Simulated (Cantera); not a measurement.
A freely propagating, adiabatic, planar premixed flame of CH4 : H2 : O2 : N2 = 1 : 0.076 : 1.7 : 4.42 (molar parts), unburnt at 675 K and 3750 Torr; mixture-averaged transport, grid criteria slope 0.08 and curve 0.16, no radiation.

Cantera simulation using GRI-Mech 3.0 (53 species, 325 reactions); the numbers are that mechanism's predictions, not measurements. Burning velocities carry a grid error of a few per cent, more on coarse grids.

Predict: laminar burning velocity; thermal thickness; peak x(HCN); peak x(HCO).


- laminar burning velocity: 172 cm/s
- thermal thickness: 0.0595 mm
- peak x(HCN): 2.72e-5
- peak x(HCO): 9.31e-5
